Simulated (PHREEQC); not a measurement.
Dissolve 0.049 mol TMAH and 0.00015 mol K2CO3 per kg of water at 9.1 °C. Closed to the air; pH follows from the charge balance.

All values are PHREEQC results (ion-association model, wateq4f.dat), not measurements.

Each row changes one thing in this solution. This is a speciation only: nothing precipitates in the calculation.

| case | pH | HCO3- (mol/kgw) |
|---|---|---|
| as made | 13.17 | 1.84e-7 |
| diluted 10-fold with water | 12.23 | 2.23e-7 |
| diluted 100-fold with water | 11.25 | 2.13e-7 |
| diluted 5-fold with water | 12.52 | 2.14e-7 |
| K2CO3 replaced by NaHCO3 at the same molality | 13.17 | 1.85e-7 |
| TMAH from 0.049 to 0.0735 mol/kgw | 13.33 | 1.17e-7 |
| TMAH from 0.049 to 0.098 mol/kgw | 13.45 | 8.46e-8 |
| 0.0068 mol/kgw NaCl added | 13.17 | 1.77e-7 |

(CH3)4N+ isn't in the database: it is added as a free cation with an ion size of 4 Å. At this temperature some constants are extrapolated from 25 °C, and those without enthalpy data are left unchanged.
